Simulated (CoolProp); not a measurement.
A single-stage vapour-compression cycle with R115: evaporating at 279.15 K (dew point), condensing at 342.15 K (bubble point), superheat 5 K, subcooling 8 K, compressor efficiency 0.9, no pressure losses. Each further row changes one setting.

Model: reference Helmholtz-energy equation of state, Lemmon 2016, in CoolProp.

```csv
case,cooling COP,pressure ratio,discharge temperature (K),refrigerating effect (kJ/kg),volumetric capacity (kJ/m³)
as stated,___,4.70,344.4,46.0,1830
evaporating temperature 284.15 K,___,___,___,48.6,___
condensing temperature 337.15 K,2.64,4.23,338.7,52.4,___
subcooling 13 K,2.50,4.70,344.4,52.8,___
superheat 15 K,2.36,4.70,351.2,53.7,2030
compressor efficiency 0.8,1.94,4.70,___,46.0,1830
```

Problem. Fill in the missing entries.

Solution. 
- as stated, cooling COP: 2.18
- evaporating temperature 284.15 K, cooling COP: 2.56
- evaporating temperature 284.15 K, pressure ratio: 4.05
- evaporating temperature 284.15 K, discharge temperature (K): 344.7
- evaporating temperature 284.15 K, volumetric capacity (kJ/m³): 2240
- condensing temperature 337.15 K, volumetric capacity (kJ/m³): 2090
- subcooling 13 K, volumetric capacity (kJ/m³): 2100
- compressor efficiency 0.8, discharge temperature (K): 346.1
